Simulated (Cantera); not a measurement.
Feed: 1 mol CCl4, 0.059 mol CH4, 0.24 mol H2, held at 2177 °C and 9.40 Pa.

Cantera equilibrium calculation (NASA polynomials, part measured and part estimated; ideal gas, pure solids and liquids). Candidate condensed phases: C, C6H6, C7H8, C8H18; 91 gas species. The numbers say what is thermodynamically allowed, not how fast it happens.

Base state: Cl 0.843, H 0.118, HCl 0.0325, H2 0.00322, C3 0.00239, C 0.000878, C2 0.000218, C2H 6.61e-5 (mole fractions); condensed: C(graphite).

**Question.** What changes in the equilibrium state with this change: pressure from 9.40 Pa to 3.20 mbar?

**Answer.** 
```
species             before     after
----------------  --------  --------
Cl                   0.843     0.826
HCl                 0.0325     0.154
H                    0.118    0.0167
C3                 0.00239   7.02e-5
C2                0.000218   6.41e-6
C                 0.000878   2.58e-5
Cl2                7.33e-6  0.000240
C(graphite), mol      1.02      1.06
```
